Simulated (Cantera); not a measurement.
An adiabatic, constant-volume homogeneous reactor starts with 35.3 % H2, 13.6 % O2, 51.1 % N2, equivalence ratio 1.3, at 1273 K and 10.0 bar.

Detailed kinetics in Cantera: GRI-Mech 3.0 (53 species, 325 reactions). The hydrogen kinetics of GRI-Mech 3.0 are dated; newer H2 mechanisms differ, most at raised pressure. Above 3000 K some thermodynamic fits are extrapolated.

One state of this run: T (K) = 3195; P (bar) = 22.3; x H2 = 0.103; x O2 = 0.00221; x N2O = 1.21e-6; x H2O2 = 1.39e-6; x H = 0.0190. x: mole fraction; the columns are a selection and need not sum to one.

Question: Which value of t (s) does it belong to?
(A) 3.00e-6
(B) 6.29e-6
(C) 1.32e-5
(D) 0.000535

Answer: D, 0.000535
